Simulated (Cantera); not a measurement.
Input: 1 mol SiCl₄, 1.3 mol Cl₂, 0.44 mol H₂, 1.6 mol HCl, equilibrated at 8250 Torr.

Method: chemical equilibrium by Gibbs-energy minimisation in Cantera with the NASA 1993 tables (ideal gas, pure condensed phases). Candidate condensed phases: Si; 19 gas species. The numbers say what is thermodynamically allowed, not how fast it happens. All values below are at 1202 °C.

Base state: HCl 0.570, SiCl₄ 0.230, Cl₂ 0.194, Cl 0.00654 (mole fractions); condensed: gas only.

Task: What changes in the equilibrium state with this change: H₂ from 0.44 to 0.96 mol?

Result: 
```csv
species,before,after
HCl,0.570,0.723
SiCl₄,0.230,0.205
Cl₂,0.194,0.0679
Cl,0.00654,0.00387
```
